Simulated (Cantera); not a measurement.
A freely propagating, adiabatic, planar premixed flame of CH4 : O2 : N2 = 1 : 2.35 : 11 (molar parts), equivalence ratio 0.85, unburnt at 300 K and 1.00 atm; mixture-averaged transport, grid criteria slope 0.08 and curve 0.16, no radiation.

Computed with Cantera and GRI-Mech 3.0 (53 species, 325 reactions). Burning velocities carry a grid error of a few per cent, more on coarse grids.

x: mole fraction of selected species; z is measured from the peak of heat release.

```
z (mm)  T (K)  u (m/s)     x CH4    x O2    x C2H4    x N2O     x OH    x C2H6
------  -----  -------  --------  ------  --------  -------  -------  --------
-2.25     300    0.174    0.0696   0.164     <1e-8    <1e-8    <1e-8     <1e-8
-1.50     303    0.175    0.0695   0.163   1.18e-7    <1e-8    <1e-8   1.67e-7
-1.13     315    0.183    0.0687   0.163   1.10e-6    <1e-8    <1e-8   1.77e-6
-0.751    402    0.234    0.0640   0.157   1.41e-5    <1e-8  3.05e-8   2.71e-5
-0.376    814    0.478    0.0423   0.124  0.000127      [?]  4.54e-6  0.000295
-0.188   1177    0.694    0.0224  0.0899  0.000234      [?]  6.68e-5  0.000463
0        1518    0.896   0.00407  0.0530  0.000102      [?]  0.00106   4.51e-5
0.188    1647    0.968  0.000119  0.0361   1.25e-6      [?]  0.00306   2.91e-8
0.376    1699    0.994   2.08e-6  0.0316     <1e-8      [?]  0.00357     <1e-8
0.751    1758     1.03     <1e-8  0.0285     <1e-8      [?]  0.00341     <1e-8
1.50     1810     1.05     <1e-8  0.0265     <1e-8  2.96e-7  0.00271     <1e-8
3.01     1843     1.07     <1e-8  0.0253     <1e-8  3.17e-7  0.00184     <1e-8
6.01     1859     1.08     <1e-8  0.0248     <1e-8      [?]  0.00115     <1e-8
```

### Question
Some entries are withheld; supply them.

### Answer

- -0.376, x N2O: 2.65e-8
- -0.188, x N2O: 5.98e-8
- 0, x N2O: 1.15e-7
- 0.188, x N2O: 1.83e-7
- 0.376, x N2O: 2.19e-7
- 0.751, x N2O: 2.52e-7
- 6.01, x N2O: 2.30e-7
